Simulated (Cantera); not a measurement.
A freely propagating, adiabatic, planar premixed flame of 7.19 % CH₄, 7.19 % CO, 18.0 % O₂, 67.6 % N₂, equivalence ratio 1.0, unburnt at 500 K and 500000 Pa; mixture-averaged transport, grid criteria slope 0.08 and curve 0.16, no radiation.

Model: GRI-Mech 3.0 (53 species, 325 reactions), integrated in Cantera. Burning velocities carry a grid error of a few per cent, more on coarse grids.

x: mole fraction of selected species; z is measured from the peak of heat release.

| z (mm) | T (K) | u (m/s) | x CH₄ | x CO | x O₂ | x OH | x C₂H₄ | x H |
|---|---|---|---|---|---|---|---|---|
| -0.292 | 500 | 0.646 | 0.0719 | 0.0719 | 0.180 | <1e-8 | <1e-8 | <1e-8 |
| -0.195 | 503 | 0.650 | 0.0717 | 0.0718 | 0.179 | <1e-8 | 1.82e-7 | <1e-8 |
| -0.146 | 510 | 0.660 | 0.0712 | 0.0718 | 0.179 | <1e-8 | 9.06e-7 | <1e-8 |
| -0.0973 | 564 | 0.732 | 0.0682 | 0.0717 | 0.175 | 4.79e-8 | 9.02e-6 | <1e-8 |
| -0.0487 | 933 | 1.22 | 0.0499 | 0.0737 | 0.147 | 1.45e-5 | 0.000117 | 1.27e-5 |
| -0.0243 | … | 1.78 | … | 0.0771 | … | … | … | … |
| 0 | 1787 | 2.34 | 0.00626 | 0.0766 | 0.0635 | 0.00194 | 0.000163 | 0.00168 |
| 0.0243 | 1987 | 2.58 | 0.000308 | 0.0618 | 0.0365 | 0.00580 | 5.04e-6 | 0.00351 |
| 0.0487 | 2073 | 2.67 | 7.57e-6 | 0.0477 | 0.0269 | 0.00739 | 3.76e-8 | 0.00379 |
| 0.0973 | 2173 | 2.78 | <1e-8 | 0.0355 | 0.0204 | 0.00751 | <1e-8 | 0.00296 |
| 0.195 | 2269 | 2.88 | <1e-8 | 0.0280 | 0.0157 | 0.00655 | <1e-8 | 0.00173 |
| 0.389 | 2342 | 2.96 | <1e-8 | 0.0221 | 0.0120 | 0.00533 | <1e-8 | 0.000939 |
| 0.779 | 2388 | 3.01 | <1e-8 | … | … | … | <1e-8 | … |

Task: Some entries are withheld; supply them.

Result: 
- -0.0243, T (K): 1357
- -0.0243, x CH₄: 0.0281
- -0.0243, x O₂: 0.109
- -0.0243, x OH: 0.000186
- -0.0243, x C₂H₄: 0.000264
- -0.0243, x H: 0.000226
- 0.779, x CO: 0.0178
- 0.779, x O₂: 0.00955
- 0.779, x OH: 0.00443
- 0.779, x H: 0.000566
